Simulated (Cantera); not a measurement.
A diamond (100) surface in a fixed gas of H2 with x(CH4) = 0.012, x(H) = 0.00097, x(CH3) = 0.00038, 22.5 Torr; coverages are run to steady state.

Computed with Cantera and the Harris–Goodwin 1993 mechanism for the reconstructed diamond (100) surface.

One state of this run: growth (µm/h) = 0.428; θ c6HH = 0.409; θ c6H* = 0.0549; θ c6*H = 0.503; θ c6** = 0.0318; θ c6HM = 5.57e-5. θ: site fractions in the mechanism's names (c6HH fully hydrogenated, c6H* and c6*H radical sites, c6** diradical, c6HM methylated).

Q: Which value of T (K) does it belong to?
A) 1150
B) 900
C) 1400
D) 1250

A: C, 1400
